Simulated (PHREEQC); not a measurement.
Solution (20 °C): 0.0066 mol/kgw K2HPO4 and 0.00022 mol/kgw H3AsO4. Closed to the air; pH follows from the charge balance.

Model: ion-association model, wateq4f.dat, run in PHREEQC.

| Item | Result |
|---|---|
| pH | 8.20 |
| ionic strength | 0.0194 mol/kgw |
| total alkalinity | 6.38 meq/kg |

| species | molality | activity | log γ |
|---|---|---|---|
| K+ | 0.0131 | 0.0114 | -0.060 |
| HPO4-2 | 0.00608 | 0.00359 | -0.229 |
| H2PO4- | 0.000429 | 0.000377 | -0.057 |
| HAsO4-2 | 0.000207 | 0.000120 | -0.236 |
| KHPO4- | 9.08e-5 | 7.97e-5 | -0.057 |
| H2AsO4- | 1.29e-5 | 1.13e-5 | -0.059 |
| OH- | 1.23e-6 | 1.07e-6 | -0.061 |
| PO4-3 | 7.55e-7 | 2.30e-7 | -0.516 |
| AsO4-3 | 1.27e-7 | 3.75e-8 | -0.530 |
| H+ | 7.12e-9 | 6.34e-9 | -0.050 |

No solid was allowed to form. H3PO4, which wateq4f.dat lacks, is added to it with the constant of phreeqc.dat.
